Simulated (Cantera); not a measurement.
Input: 1 mol MgO, 0.19 mol Cl₂, 0.18 mol N₂, held at 1323 K.

Method: chemical equilibrium by Gibbs-energy minimisation in Cantera with the NASA 1993 tables (ideal gas, pure condensed phases). Candidate condensed phases: Mg, MgCl₂, MgO; 18 gas species. Mutual solubility and eutectic melting of coexisting phases are not modelled. The numbers say what is thermodynamically allowed, not how fast it happens.

Problem. What share of the Mg ends up in condensed phases as a function of P (Pa), at 1000, 3200, 10000, 32000, 100000, 320000, 1000000?

Solution. 
```json
[
 {"P (Pa)": "1000", "Mg condensed (%)": "92.7", "as": "MgO(s)"},
 {"P (Pa)": "3200", "Mg condensed (%)": "94.4", "as": "MgO(s)"},
 {"P (Pa)": "10000", "Mg condensed (%)": "95.8", "as": "MgO(s)"},
 {"P (Pa)": "32000", "Mg condensed (%)": "97.0", "as": "MgO(s)"},
 {"P (Pa)": "100000", "Mg condensed (%)": "98.2", "as": "MgCl₂(l) + MgO(s)"},
 {"P (Pa)": "320000", "Mg condensed (%)": "99.5", "as": "MgCl₂(l) + MgO(s)"},
 {"P (Pa)": "1000000", "Mg condensed (%)": "99.8", "as": "MgCl₂(l) + MgO(s)"}
]
```
